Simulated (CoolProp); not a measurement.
Vapour pressure (bar) of R1233zd(E): the reference equation beside estimates from Tc = 438.9 K, pc = 35.83 bar, ω = 0.304. Clausius-Clapeyron is anchored at 292.9 K with a constant enthalpy of vaporisation of 25.25 kJ/mol.

Computed with CoolProp (reference Helmholtz-energy equation of state, Akasaka 2022).

```tsv
T (K)	reference	Clausius-Clapeyron	van der Waals	Redlich-Kwong	Soave-Redlich-Kwong	Peng-Robinson
208.5	0.009578	0.01619	0.6986	0.03870	0.009247	0.01027
225.4	0.03475	0.04825	1.191	0.1165	0.03359	0.03610
242.3	0.1019	0.1235	1.892	0.2894	0.09903	0.1038
259.1	0.2518	0.2783	2.834	0.6180	0.2465	0.2536
276	0.5488	0.5705	4.062	1.183	0.5411	0.5490
292.9	1.077	1.077	5.606	2.067	1.069	1.073
309.8	1.940	1.895	7.496	3.362	1.939	1.932
326.7	3.261	3.147	9.760	5.158	3.278	3.249
343.6	5.180	4.972	12.42	7.543	5.231	5.168
360.5	7.850	7.524	15.51	10.60	7.955	7.848
377.4	11.44	10.97	19.03	14.42	11.62	11.47
394.2	16.11	15.46	22.99	19.04	16.37	16.18
411.1	22.15	21.22	27.44	24.58	22.46	22.27
```

Absolute difference from the reference over all 13 rows, mean and median: Clausius-Clapeyron 13.1 and 4.1 %, van der Waals 1170.8 and 286.4 %, Redlich-Kwong 103.4 and 73.3 %, Soave-Redlich-Kwong 1.6 and 1.4 %, Peng-Robinson 1.3 and 0.4 %.
